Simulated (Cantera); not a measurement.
Silicon carbide growth: CH3SiCl3 + C3H8 + H2 + CH4

Feed: 1 mol CH3SiCl3, 0.056 mol C3H8, 4.1 mol H2, 0.84 mol CH4, held at 390 Pa.

Cantera equilibrium calculation (NASA polynomials, part measured and part estimated; ideal gas, pure solids and liquids). Candidate condensed phases: C, C6H6, C7H8, C8H18, Si, SiC; 109 gas species. The feed counts by its element totals alone. The tables' values for SiCl3, SiCl are old estimates; treat these amounts as uncertain. Equilibrium is a limit: real reactors are often held back by kinetics, nucleation or transport.

From 1300 K to 1975 K the condensed part is C(graphite) + SiC(s). The main Si-bearing gas is SiCl2 throughout. The share of Si in condensed phases is highest at 1300 K (98.0 %) and lowest at 1975 K (84.9 %).

```
T (K)   x H2  x HCl       x H  x SiCl2      x Cl   x SiCl4  x C2H2 (acetylene)      x Si  n C(graphite)  n SiC(s)
-----  -----  -----  --------  -------  --------  --------  ------------------  --------  -------------  --------
1300   0.670  0.327   1.45e-5  0.00126   5.98e-6  0.000575             3.86e-7  3.29e-11           1.03     0.980
1375   0.670  0.328   4.49e-5  0.00198   1.82e-5  0.000205             1.19e-6  4.50e-10           1.03     0.977
1450   0.670  0.326  0.000124  0.00292   4.91e-5   7.97e-5             3.27e-6   4.70e-9           1.04     0.971
1525   0.671  0.324  0.000310  0.00411  0.000120   3.37e-5             8.11e-6   3.88e-8           1.05     0.961
1600   0.672  0.321  0.000714  0.00556  0.000270   1.52e-5             1.85e-5   2.63e-7           1.06     0.948
1675   0.673  0.317   0.00153  0.00725  0.000561   7.32e-6             3.91e-5   1.50e-6           1.07     0.933
1750   0.674  0.313   0.00306  0.00917   0.00109   3.69e-6             7.74e-5   7.33e-6           1.09     0.916
1825   0.674  0.307   0.00579   0.0113   0.00201   1.94e-6            0.000145   3.14e-5           1.11     0.896
1900   0.672  0.300    0.0104   0.0135   0.00351   1.05e-6            0.000257  0.000120           1.13     0.875
1975   0.668  0.291    0.0179   0.0156   0.00584   5.85e-7            0.000434  0.000414           1.15     0.849
```
x: gas mole fraction; n: condensed amount in mol.
